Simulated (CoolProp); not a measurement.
A simple Rankine cycle with R1336mzz(E): condensing at 313.15 K, boiler at 1.38 MPa, turbine inlet 371.4 K, turbine efficiency 0.85, pump efficiency 0.8, no recuperator. Each further row changes one setting.

Computed with CoolProp (reference Helmholtz-energy equation of state, Akasaka 2023).

| case | thermal efficiency (%) | net work (kJ/kg) | heat in (kJ/kg) | turbine exit temperature (K) | volume ratio over the turbine |
|---|---|---|---|---|---|
| as stated | 10.0 | 16.9 | 169 | 331.3 | 5.12 |
| turbine inlet 391.4 K | 10.0 | 19.0 | 191 | 353.7 | 4.77 |
| condensing temperature 305.15 K | 11.3 | 20.2 | 179 | 326.1 | 6.65 |
| boiler pressure 0.966 MPa | 8.0 | 14.2 | 178 | 344.3 | 3.23 |
| turbine efficiency 0.75 | 8.8 | 14.8 | 169 | 333.6 | 5.17 |
